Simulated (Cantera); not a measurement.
Charge: 1 mol Ti, 0.051 mol C3H8, held at 2123.15 K and 0.100 bar.

Method: chemical equilibrium by Gibbs-energy minimisation in Cantera with the NASA 1993 tables (ideal gas, pure condensed phases). Candidate condensed phases: C, C6H6, C7H8, C8H18, Ti, TiC; 77 gas species. Mutual solubility and eutectic melting of coexisting phases are not modelled. TiC: taken at fixed stoichiometry. Condensed phases not in the tables: N, O or C dissolved in the metal. The numbers say what is thermodynamically allowed, not how fast it happens.

Base state: H2 0.988, H 0.0113, Ti 0.000455 (mole fractions); condensed: Ti(l) + TiC(s).

Task: What changes in the equilibrium state with this change: temperature from 2123.15 K to 1425 K?

Result: 
```tsv
species	before	after
H2	0.988	1.000
H	0.0113	2.16e-5
Ti	0.000455	1.55e-9
Ti(l), mol	0.847	0
TiC(s), mol	0.153	0.153
Ti(β), mol	0	0.847
```
